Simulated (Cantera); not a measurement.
Input (Python, Cantera):

```python
import numpy as np
import cantera as ct

gas = ct.Solution("SiF4_NH3_mec.yaml", "gas")
gas.TPX = 2075, 101325, {'NH3': 1, 'H2': 0.61}
reactor = ct.IdealGasConstPressureReactor(gas, energy="off", clone=False)
net = ct.ReactorNet([reactor])
net.rtol, net.atol = 1e-08, 1e-18
show = ['NH3', 'H2', 'H', 'N', 'NH2', 'N2H4']
times = np.geomspace(0.0002, 50, 10)

steps = ct.SolutionArray(gas, extra=["t"])
rows = []
print(f"{'t/s':>10s}{'T/K':>9s}{'P/Pa':>11s}" + "".join(f"{s:>11s}" for s in show))
for t in times:
    while net.time < t:
        t_next = net.step()
        steps.append(gas.state, t=t_next)
    rows.append([np.interp(t, steps.t, y) for y in (steps.T, steps.P, *steps(*show).X.T)])
    print(f"{t:10.3e}{rows[-1][0]:9.1f}{rows[-1][1]:11.4g}" + "".join(f"{x:11.3e}" for x in rows[-1][2:]))
rate = np.gradient(steps.T, steps.t)
print("integrator steps:", len(steps.t))
if steps.T.max() > steps.T[0] + 200:
    print(f"time of steepest temperature rise: {steps.t[rate.argmax()]:.4e} s")
gas.TPX = 2075, 101325, {'NH3': 1, 'H2': 0.61}
gas.equilibrate("TP")
print(f"equilibrium (TP): T = {gas.T:.1f} K  " + "  ".join(f"{s} {gas[s].X[0]:.3e}" for s in show))
```

Output:

```
       t/s      T/K       P/Pa        NH3         H2          H          N        NH2       N2H4
 2.000e-04   2075.0  1.013e+05  6.126e-01  3.837e-01  2.678e-04  1.090e-06  1.269e-03  4.199e-07
 7.958e-04   2075.0  1.013e+05  5.866e-01  4.018e-01  2.840e-04  1.110e-06  1.231e-03  3.952e-07
 3.166e-03   2075.0  1.013e+05  4.969e-01  4.638e-01  3.447e-04  1.169e-06  1.098e-03  3.142e-07
 1.260e-02   2075.0  1.013e+05  2.788e-01  6.147e-01  5.481e-04  1.279e-06  7.403e-04  1.429e-07
 5.013e-02   2075.0  1.013e+05  4.930e-02  7.731e-01  1.176e-03  1.246e-06  2.237e-04  1.303e-08
 1.995e-01   2075.0  1.013e+05  1.722e-03  8.051e-01  2.334e-03  3.112e-07  1.489e-05  5.762e-11
 7.937e-01   2075.0  1.013e+05  2.408e-04  8.061e-01  2.390e-03  4.671e-08  2.131e-06  1.180e-12
 3.158e+00   2075.0  1.013e+05  5.419e-05  8.062e-01  2.392e-03  1.053e-08  4.797e-07  5.980e-14
 1.257e+01   2075.0  1.013e+05  1.402e-05  8.063e-01  2.392e-03  2.724e-09  1.241e-07  4.005e-15
 5.000e+01   2075.0  1.013e+05  6.074e-06  8.063e-01  2.392e-03  1.180e-09  5.377e-08  7.547e-16
integrator steps: 1512
equilibrium (TP): T = 2075.0 K  NH3 5.704e-06  H2 8.063e-01  H 2.392e-03  N 1.108e-09  NH2 5.049e-08  N2H4 6.659e-16
```

Computed with Cantera and the gas-phase N/H chemistry of the illustrative SiF4/NH3 mechanism in the Surface Chemkin manual (1991). Walls and surfaces, which speed up NH3 decomposition in real reactors, are not modelled.
